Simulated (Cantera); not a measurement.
A closed system holds: 1 mol B2H6, 9.2 mol NH3, 5.9 mol H2, 0.16 mol H2O, equilibrated at 0.140 bar.

Cantera equilibrium calculation (NASA polynomials, part measured and part estimated; ideal gas, pure solids and liquids). Candidate condensed phases: B, BN, B2O3, B3O3H3, H2O; 39 gas species. The feed counts by its element totals alone. Mutual solubility and eutectic melting of coexisting phases are not modelled. Gases not in the tables: H3BO3. Equilibrium is a limit: real reactors are often held back by kinetics, nucleation or transport.

At 1400 K, list the 5 most abundant gas species with their mole fractions, and the condensed phases.

H2 0.860, N2 0.137, H2O 0.00187, HBO2 0.00108, HBO 0.000139. Condensed: BN(s) + B2O3(l).
